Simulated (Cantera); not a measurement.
Charge: 1 mol S, 0.0052 mol SO2, 0.97 mol H2, at 3000 Pa.

Method: chemical equilibrium by Gibbs-energy minimisation in Cantera with the NASA 1993 tables (ideal gas, pure condensed phases). Candidate condensed phases: H2O, H2SO4, S; 19 gas species. Rates play no part.

At 1775 K, list the 4 most abundant gas species with their mole fractions, and the condensed phases.

H2 0.596, S2 0.309, H2S 0.0675, SH 0.0174. Condensed: gas only.
